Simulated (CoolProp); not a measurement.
Aqueous ethylene glycol as a coolant, 56 % by mass, freezing at -44.8 °C, 1 atm.

Model: Melinder's fits for secondary coolants, in CoolProp.

```tsv
T (°C)	Prandtl number	viscosity (mPa s)	cp (kJ/(kg K))	density (kg/m³)
-8.9	127	14.9	3.006	1087
-3.8	98.0	11.5	3.038	1084
1.3	77.2	9.04	3.071	1082
6.5	61.8	7.21	3.104	1079
11.6	50.5	5.88	3.135	1077
16.7	42.0	4.87	3.166	1074
21.8	35.4	4.10	3.196	1071
26.9	30.3	3.50	3.226	1068
32.1	26.1	3.02	3.255	1065
37.2	22.9	2.64	3.283	1062
```
